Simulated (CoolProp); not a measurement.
Vapour-liquid equilibrium of carbon dioxide (1) + propane (2) at -12.15 °C; x and y are mole fractions of (1).

Model: multi-fluid Helmholtz-energy mixture model, Span 1996 and Lemmon 2009; pair parameters Kunz 2012, in CoolProp.

```
x     bubble pressure (MPa)  y at the bubble point  dew pressure at overall composition x (MPa)  liquid density (mol/L)
----  ---------------------  ---------------------  -------------------------------------------  ----------------------
0.05                 0.5072                  0.369                                   (withheld)              (withheld)
0.15                 0.8807                  0.647                                       0.3782              (withheld)
0.25                  1.219                  0.754                                       0.4282                   13.64
0.35                  1.496                  0.808                                   (withheld)                   14.23
0.45                  1.711                  0.841                                       0.5793                   14.89
0.55                  1.877                  0.864                                       0.7016                   15.65
0.65                  2.016                  0.884                                       0.8877              (withheld)
0.75             (withheld)                  0.905                                        1.201                   17.73
0.85                  2.281                  0.933                                        1.777              (withheld)
0.95             (withheld)                  0.973                                        2.348                   21.29
```

Q: Some entries are withheld; supply them.

A: 
- 0.05, dew pressure at overall composition x (MPa): 0.3384
- 0.05, liquid density (mol/L): 12.59
- 0.15, liquid density (mol/L): 13.09
- 0.35, dew pressure at overall composition x (MPa): 0.4927
- 0.65, liquid density (mol/L): 16.57
- 0.75, bubble pressure (MPa): 2.147
- 0.85, liquid density (mol/L): 19.25
- 0.95, bubble pressure (MPa): 2.421

No azeotrope shows between x = 0.05 and 0.95.

Pair parameters are fitted to limited data, so mixtures are less certain than the pure fluids.
